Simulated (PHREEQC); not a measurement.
Dissolve 0.085 mol/kgw CuCl2, 0.27 mol/kgw HCl and 0.001 mol/kgw H3BO3 at 20 °C. Closed to the air; pH follows from the charge balance.

All values are PHREEQC results (ion-association model, wateq4f.dat), not measurements.

Precipitation was switched off in this run.

Estimate the pH.

pH 0.68.

In which forms is Cl present?

Cl- 96 %, CuCl+ 3.5 %, CuCl2 0.6 % of the Cl.
